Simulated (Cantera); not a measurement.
Input: 1 mol Si(CH₃)₄, 4.3 mol H₂, 0.85 mol C₂H₄, held at 1373 K and 100000 Pa.

These are equilibrium values from Cantera (NASA tables, ideal gas, pure condensed phases), not measurements of a reactor. Candidate condensed phases: C, C₆H₆, C₇H₈, C₈H₁₈, Si, SiC; 87 gas species. Equilibrium is a limit: real reactors are often held back by kinetics, nucleation or transport.

Base state: H₂ 0.995, CH₄ 0.00498 (mole fractions); condensed: C(graphite) + SiC(s).

**Question.** What changes in the equilibrium state with this change: pressure from 100000 Pa to 13300 Pa?

**Answer.** 
```tsv
species	before	after
H₂	0.995	0.999
CH₄	0.00498	0.000670
C(graphite), mol	4.64	4.69
SiC(s), mol	1.00	1.00
```

**Question.** What changes in the equilibrium state with this change: temperature from 1373 K to 2275 K?

**Answer.** 
| species | before | after |
|---|---|---|
| H₂ | 0.995 | 0.987 |
| H | 3.32e-6 | 0.00844 |
| C₂H₂ (acetylene) | 1.72e-6 | 0.00376 |
| CH₄ | 0.00498 | 0.000219 |
| Si | <1e-9 | 9.97e-5 |
| SiH₂ | 1.06e-9 | 5.53e-5 |
| SiH | <1e-9 | 3.81e-5 |
| SiC₂ | <1e-9 | 1.26e-5 |
| C(graphite), mol | 4.64 | 4.61 |
| SiC(s), mol | 1.00 | 0.997 |
Gases not in the tables: Si₂H₆ and higher silanes.
